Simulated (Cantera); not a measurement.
Feed: 1 mol AlCl3, 4.8 mol H2O, 1.1 mol N2, at 87.0 Pa.

Method: chemical equilibrium by Gibbs-energy minimisation in Cantera with the NASA 1993 tables (ideal gas, pure condensed phases). Candidate condensed phases: Al, AlCl3, AlN, Al2O3, H2O, NH4Cl; 45 gas species. Rates play no part.

**Question.** At 2123 K, list the 7 most abundant gas species with their mole fractions, and the condensed phases.

**Answer.** H2O 0.352, HCl 0.276, N2 0.134, Cl 0.0916, H2 0.0726, H 0.0328, OH 0.0197. Condensed: Al2O3(s).
